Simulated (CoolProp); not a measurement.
Vapour-liquid equilibrium of CH2F2 (R32) (1) + dimethyl ether (2) at 0.373 MPa; x and y are mole fractions of (1).

Computed with CoolProp (multi-fluid Helmholtz-energy mixture model, Tillner-Roth 1997 and Wu 2011; pair parameters Bell 2016).

Q: Give the bubble temperature and the first vapour's composition at x = 0.05, 0.25, 0.65. Is there an azeotrope?

A: x = 0.05: 7.6 °C, y = 0.116; x = 0.25: -1.6 °C, y = 0.478; x = 0.65: -14.9 °C, y = 0.846. No azeotrope shows between x = 0.05 and 0.95.

Pair parameters are fitted to limited data, so mixtures are less certain than the pure fluids.
